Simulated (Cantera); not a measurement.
Charge: 1 mol CH3Cl, 6.5 mol H2, at 1000 Pa.

These are equilibrium values from Cantera (NASA tables, ideal gas, pure condensed phases), not measurements of a reactor. Candidate condensed phases: C, C6H6, C7H8, C8H18; 91 gas species. The numbers say what is thermodynamically allowed, not how fast it happens.

Problem. At 1450 °C, list the 5 most abundant gas species with their mole fractions, and the condensed phases.

Solution. H2 0.881, HCl 0.117, H 0.00171, Cl 0.000177, C2H2 (acetylene) 7.97e-5. Condensed: C(graphite).
